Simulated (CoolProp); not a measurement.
Sulfur dioxide at several states: fugacity coefficient from the reference equation and from simpler models built on Tc = 430.6 K, pc = 78.87 bar, ω = 0.256; each cubic takes its own stable root.

Computed with CoolProp (reference Helmholtz-energy equation of state, Gao 2016).

```tsv
T (K)	p (bar)	phase	reference
449.5	2.12	gas	0.9920
298.4	20.7	liquid	0.1844
274.3	3.91	liquid	0.4032
409.7	48.9	gas	0.7475
```

**Question.** How far does each simpler model (Redlich-Kwong, Peng-Robinson) lie from the reference over these 4 states: mean and median of the absolute difference, and the worst?

**Answer.** 
- Redlich-Kwong: mean 34.8 %, median 30.0 %, worst +79.0 % at 274.3 K and 3.91 bar
- Peng-Robinson: mean 0.8 %, median 1.0 %, worst +1.2 % at 274.3 K and 3.91 bar
